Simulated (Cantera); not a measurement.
Input: 1 mol BN, 2.3 mol H2O, 0.71 mol N2, 4.4 mol HF, held at 952 °C and 0.00230 bar.

Method: chemical equilibrium by Gibbs-energy minimisation in Cantera with the NASA 1993 tables (ideal gas, pure condensed phases). Candidate condensed phases: B, BN, B2O3, B3O3H3, H2O; 62 gas species. Gases not in the tables: H3BO3. The numbers say what is thermodynamically allowed, not how fast it happens.

Base state: HF 0.344, H2O 0.200, H2 0.188, N2 0.152, BOF 0.0559, BF3 0.0463, HBO2 0.00946, B3O3F3 0.00457 (mole fractions); condensed: gas only.

Q: What changes in the equilibrium state with this change: H2O from 2.3 to 4.9 mol?

A: 
```csv
species,before,after
H2O,0.200,0.359
HF,0.344,0.311
H2,0.188,0.140
N2,0.152,0.113
BF3,0.0463,0.0165
HBO2,0.00946,0.0147
BOF,0.0559,0.0438
(HBO2)3,2.92e-5,0.000110
B3O3F3,0.00457,0.00219
"B2O3(l), mol",0,0.0610
```

Q: What changes in the equilibrium state with this change: temperature from 952 °C to 652 °C?

A: 
```tsv
species	before	after
H2O	0.200	0.279
HF	0.344	0.244
H2	0.188	0.201
BF3	0.0463	0.106
BOF	0.0559	0.000203
N2	0.152	0.162
HBO2	0.00946	5.01e-5
(HBO2)3	2.92e-5	0.000257
B3O3F3	0.00457	0.00900
```
